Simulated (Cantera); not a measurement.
Gas-phase reforming

An isothermal, constant-pressure homogeneous reactor starts with CH₄ : CO₂ = 1 : 0.93 (molar parts), at 1648 K and 240000 Pa.

Model: GRI-Mech 3.0 (53 species, 325 reactions), integrated in Cantera.

| t (s) | x CH₄ | x CO₂ | x OH | x C₂H₆ | x C₂H | x H₂ |
|---|---|---|---|---|---|---|
| 1.00e-6 | 0.518 | 0.482 | 2.65e-9 | 5.22e-9 | <1e-12 | 8.94e-6 |
| 5.37e-6 | 0.518 | 0.482 | 2.70e-9 | 8.12e-7 | <1e-12 | 4.94e-5 |
| 2.89e-5 | 0.517 | 0.482 | 3.56e-9 | 7.70e-5 | <1e-12 | 0.000299 |
| 0.000155 | 0.514 | 0.481 | 6.88e-9 | 0.00102 | 1.78e-11 | 0.00228 |
| 0.000833 | 0.487 | 0.475 | 3.48e-8 | 0.00315 | 1.21e-9 | 0.0231 |
| 0.00447 | 0.366 | 0.423 | 1.54e-7 | 0.00125 | 1.64e-8 | 0.130 |
| 0.0240 | 0.164 | 0.252 | 5.81e-7 | 0.000259 | 4.45e-8 | 0.232 |
| 0.129 | 0.0428 | 0.0761 | 1.06e-6 | 3.00e-5 | 6.22e-8 | 0.259 |
| 0.693 | 0.0329 | 0.0404 | 5.28e-7 | 1.53e-5 | 2.97e-8 | 0.355 |
| 3.72 | 0.0233 | 0.0138 | 1.69e-7 | 6.78e-6 | 9.30e-9 | 0.442 |
| 20.0 | 0.0140 | 0.00271 | 3.27e-8 | 2.31e-6 | 2.65e-9 | 0.486 |
x: mole fraction; the columns are a selection and need not sum to one.

Equilibrium at this temperature and pressure: CH₄ 0.0102, CO₂ 8.84e-6, OH 1.07e-10, C₂H₆ 1.21e-6, C₂H 1.32e-9, H₂ 0.499 (gas phase only).
